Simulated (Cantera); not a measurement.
Thermodynamics of silicon oxide and oxynitride deposition, feed TEOS + O₂ + CO₂

Input: 1 mol TEOS, 6.3 mol O₂, 0.18 mol CO₂, at 0.00220 bar.

Equilibrium computed with Cantera from the NASA thermochemical tables; the gas is ideal and each condensed phase is pure. Candidate condensed phases: C, C₆H₆, C₇H₈, C₈H₁₈, H₂O, Si, SiC, SiO₂; 123 gas species. The feed counts by its element totals alone. The tables hold silica as quartz up to 1696 K and as liquid above; real silica turns to tridymite and cristobalite and melts near 1996 K. Equilibrium is a limit: real reactors are often held back by kinetics, nucleation or transport.

```
T (K)   x CO   x H₂  x H₂O  x CO₂  n SiO₂(β-quartz)  n SiO₂(condensed)
-----  -----  -----  -----  -----  ----------------  -----------------
1098   0.283  0.345  0.206  0.167              1.00                  0
1198   0.300  0.327  0.223  0.150              1.00                  0
1298   0.314  0.313  0.237  0.136              1.00                  0
1398   0.326  0.301  0.249  0.124             1.000                  0
1498   0.335  0.292  0.258  0.115             1.000                  0
1598   0.343  0.284  0.266  0.107             1.000                  0
1698   0.349  0.277  0.272  0.101                 0              0.998
```
x: gas mole fraction; n: condensed amount in mol.

From 1098 K to 1598 K the condensed part is SiO₂(β-quartz). At 1698 K the condensed part is SiO₂(condensed).
